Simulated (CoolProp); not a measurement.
Vapour pressure (MPa) of R1123: the reference equation beside estimates from Tc = 58.6 °C, pc = 4.549 MPa, ω = 0.243. Clausius-Clapeyron is anchored at -47.05 °C with a constant enthalpy of vaporisation of 17.64 kJ/mol.

Model: reference Helmholtz-energy equation of state, Akasaka 2020, in CoolProp.

```
T (°C)  reference  Lee-Kesler  Clausius-Clapeyron  van der Waals  Redlich-Kwong  Soave-Redlich-Kwong  Peng-Robinson
------  ---------  ----------  ------------------  -------------  -------------  -------------------  -------------
-61.05     0.1023      0.1013              0.1076         0.5649         0.1762               0.1016         0.1026
-56.35     0.1296      0.1286              0.1336         0.6363         0.2166               0.1288         0.1296
-51.75     0.1614      0.1606              0.1638         0.7118         0.2625               0.1607         0.1611
-47.05     0.1999      0.1994              0.1999         0.7947         0.3163               0.1993         0.1993
-42.35     0.2450      0.2449              0.2419         0.8839         0.3777               0.2448         0.2441
-37.75     0.2965      0.2968              0.2895         0.9772         0.4458               0.2966         0.2952
-33.05     0.3571      0.3580              0.3454          1.079         0.5240               0.3579         0.3555
-28.45     0.4251      0.4267              0.4078          1.185         0.6096               0.4268         0.4232
-23.75     0.5043      0.5066              0.4802          1.300         0.7068               0.5071         0.5022
-19.05     0.5941      0.5972              0.5620          1.422         0.8145               0.5983         0.5919
-14.45     0.6931      0.6970              0.6519          1.548         0.9305               0.6990         0.6909
-9.75      0.8064      0.8111              0.7547          1.684          1.060               0.8146         0.8045
-5.15      0.9302      0.9355              0.8665          1.824          1.199               0.9408         0.9288
-0.45       1.071       1.077              0.9932          1.975          1.353                1.084          1.070
```

Absolute difference from the reference over all 14 rows, mean and median: Lee-Kesler 0.5 and 0.5 %, Clausius-Clapeyron 4.1 and 4.4 %, van der Waals 218.8 and 190.5 %, Redlich-Kwong 46.6 and 45.1 %, Soave-Redlich-Kwong 0.6 and 0.6 %, Peng-Robinson 0.3 and 0.3 %.
